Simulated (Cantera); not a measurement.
A diamond (100) surface in a fixed gas of H2 with x(CH4) = 0.02, x(H) = 0.0028, x(CH3) = 0.00056, at 975 K; coverages are run to steady state.

Cantera simulation using the Harris–Goodwin 1993 mechanism for the reconstructed diamond (100) surface; the numbers are that mechanism's predictions, not measurements.

θ: site fractions in the mechanism's names (c6HH fully hydrogenated, c6H* and c6*H radical sites, c6** diradical, c6HM methylated).

```json
[
 {"P (Pa)": "1500", "growth (µm/h)": "___", "θ c6HH": "0.545", "θ c6H*": "0.0141", "θ c6*H": "0.310", "θ c6**": "0.00667", "θ c6HM": "0.0927"},
 {"P (Pa)": "2400", "growth (µm/h)": "___", "θ c6HH": "0.542", "θ c6H*": "0.0140", "θ c6*H": "0.309", "θ c6**": "0.00663", "θ c6HM": "0.0961"},
 {"P (Pa)": "3900", "growth (µm/h)": "___", "θ c6HH": "0.540", "θ c6H*": "0.0140", "θ c6*H": "0.308", "θ c6**": "0.00661", "θ c6HM": "0.0984"},
 {"P (Pa)": "6200", "growth (µm/h)": "___", "θ c6HH": "0.539", "θ c6H*": "0.0140", "θ c6*H": "0.307", "θ c6**": "0.00660", "θ c6HM": "0.0998"},
 {"P (Pa)": "10000", "growth (µm/h)": "___", "θ c6HH": "0.538", "θ c6H*": "0.0140", "θ c6*H": "0.306", "θ c6**": "0.00659", "θ c6HM": "0.101"},
 {"P (Pa)": "16000", "growth (µm/h)": "___", "θ c6HH": "0.538", "θ c6H*": "0.0140", "θ c6*H": "0.306", "θ c6**": "0.00659", "θ c6HM": "0.101"},
 {"P (Pa)": "26000", "growth (µm/h)": "___", "θ c6HH": "0.538", "θ c6H*": "0.0140", "θ c6*H": "0.306", "θ c6**": "0.00659", "θ c6HM": "0.102"},
 {"P (Pa)": "42000", "growth (µm/h)": "___", "θ c6HH": "0.537", "θ c6H*": "0.0141", "θ c6*H": "0.306", "θ c6**": "0.00659", "θ c6HM": "0.102"}
]
```

What belongs in the gaps?


- 1500, growth (µm/h): 3.03
- 2400, growth (µm/h): 5.02
- 3900, growth (µm/h): 8.35
- 6200, growth (µm/h): 13.5
- 10000, growth (µm/h): 21.9
- 16000, growth (µm/h): 35.3
- 26000, growth (µm/h): 57.6
- 42000, growth (µm/h): 93.2
